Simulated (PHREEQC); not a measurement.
0.011 g of hydrous ferric oxide (600 m²/g; 0.2 weak and 0.005 strong sites per Fe, Dzombak-Morel constants, diffuse double layer) in 1 kg of water with 0.3 mol/kgw of an inert sodium salt and 2.9e-05 mol NaF, 1e-05 mol SrCl2 and 2.5e-08 mol Na2SO4, at 25 °C; the pH is set by adding NaOH or the inert anion's acid. Oxygen is held at 0.21 atm. No CO2 enters from the air. No solid was allowed to form.

Computed with PHREEQC (ion-association model, wateq4f.dat).

```json
[
 {"pH": "4", "F sorbed (%)": "3.8", "Sr sorbed (%)": "0.0", "S sorbed (%)": "14.5", "surface charge σ (C/m²)": "0.334"},
 {"pH": "4.5", "F sorbed (%)": "3.6", "Sr sorbed (%)": "0.0", "S sorbed (%)": "11.5", "surface charge σ (C/m²)": "0.306"},
 {"pH": "5", "F sorbed (%)": "2.9", "Sr sorbed (%)": "0.0", "S sorbed (%)": "7.2", "surface charge σ (C/m²)": "0.260"},
 {"pH": "5.5", "F sorbed (%)": "2.0", "Sr sorbed (%)": "0.0", "S sorbed (%)": "3.4", "surface charge σ (C/m²)": "0.205"},
 {"pH": "6", "F sorbed (%)": "1.2", "Sr sorbed (%)": "0.0", "S sorbed (%)": "1.2", "surface charge σ (C/m²)": "0.152"},
 {"pH": "6.5", "F sorbed (%)": "0.7", "Sr sorbed (%)": "0.0", "S sorbed (%)": "0.3", "surface charge σ (C/m²)": "0.105"},
 {"pH": "7", "F sorbed (%)": "0.3", "Sr sorbed (%)": "0.0", "S sorbed (%)": "0.1", "surface charge σ (C/m²)": "0.066"},
 {"pH": "7.5", "F sorbed (%)": "0.1", "Sr sorbed (%)": "0.2", "S sorbed (%)": "0.0", "surface charge σ (C/m²)": "0.034"},
 {"pH": "8", "F sorbed (%)": "0.1", "Sr sorbed (%)": "0.8", "S sorbed (%)": "0.0", "surface charge σ (C/m²)": "0.007"},
 {"pH": "8.5", "F sorbed (%)": "0.0", "Sr sorbed (%)": "2.6", "S sorbed (%)": "0.0", "surface charge σ (C/m²)": "-0.019"},
 {"pH": "9", "F sorbed (%)": "0.0", "Sr sorbed (%)": "5.1", "S sorbed (%)": "0.0", "surface charge σ (C/m²)": "-0.047"},
 {"pH": "9.5", "F sorbed (%)": "0.0", "Sr sorbed (%)": "8.5", "S sorbed (%)": "0.0", "surface charge σ (C/m²)": "-0.079"},
 {"pH": "10", "F sorbed (%)": "0.0", "Sr sorbed (%)": "17.6", "S sorbed (%)": "0.0", "surface charge σ (C/m²)": "-0.113"}
]
```
